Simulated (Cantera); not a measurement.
**Equilibrium for aluminium nitride and oxide growth: Al + H₂O + H₂**

Feed: 1 mol Al, 5.4 mol H₂O, 830 mol H₂, equilibrated at 13.0 Pa.

Cantera equilibrium calculation (NASA polynomials, part measured and part estimated; ideal gas, pure solids and liquids). Candidate condensed phases: Al, Al₂O₃, H₂O; 19 gas species. The tables' values for AlOH are old estimates; treat these amounts as uncertain. Rates play no part.

```json
[
 {"T (°C)": "750", "x H₂": "0.995", "x H": "3.62e-7", "x H₂O": "0.00467", "x Al": "<1e-12", "n Al₂O₃(s)": "0.500"},
 {"T (°C)": "850", "x H₂": "0.995", "x H": "3.73e-6", "x H₂O": "0.00467", "x Al": "<1e-12", "n Al₂O₃(s)": "0.500"},
 {"T (°C)": "950", "x H₂": "0.995", "x H": "2.63e-5", "x H₂O": "0.00467", "x Al": "<1e-12", "n Al₂O₃(s)": "0.500"},
 {"T (°C)": "1050", "x H₂": "0.995", "x H": "0.000139", "x H₂O": "0.00467", "x Al": "<1e-12", "n Al₂O₃(s)": "0.500"},
 {"T (°C)": "1150", "x H₂": "0.995", "x H": "0.000581", "x H₂O": "0.00467", "x Al": "6.19e-12", "n Al₂O₃(s)": "0.500"},
 {"T (°C)": "1250", "x H₂": "0.993", "x H": "0.00202", "x H₂O": "0.00466", "x Al": "4.62e-10", "n Al₂O₃(s)": "0.500"},
 {"T (°C)": "1350", "x H₂": "0.989", "x H": "0.00603", "x H₂O": "0.00465", "x Al": "2.00e-8", "n Al₂O₃(s)": "0.500"},
 {"T (°C)": "1450", "x H₂": "0.980", "x H": "0.0158", "x H₂O": "0.00463", "x Al": "5.51e-7", "n Al₂O₃(s)": "0.500"},
 {"T (°C)": "1550", "x H₂": "0.958", "x H": "0.0372", "x H₂O": "0.00459", "x Al": "1.03e-5", "n Al₂O₃(s)": "0.494"},
 {"T (°C)": "1650", "x H₂": "0.916", "x H": "0.0791", "x H₂O": "0.00467", "x Al": "0.000131", "n Al₂O₃(s)": "0.428"},
 {"T (°C)": "1750", "x H₂": "0.840", "x H": "0.153", "x H₂O": "0.00568", "x Al": "0.000882", "n Al₂O₃(s)": "0"},
 {"T (°C)": "1850", "x H₂": "0.725", "x H": "0.268", "x H₂O": "0.00520", "x Al": "0.000935", "n Al₂O₃(s)": "0"},
 {"T (°C)": "1950", "x H₂": "0.570", "x H": "0.424", "x H₂O": "0.00433", "x Al": "0.000887", "n Al₂O₃(s)": "0"}
]
```
x: gas mole fraction; n: condensed amount in mol.

From 750 °C to 1650 °C the condensed part is Al₂O₃(s). From 1750 °C to 1950 °C nothing is condensed.
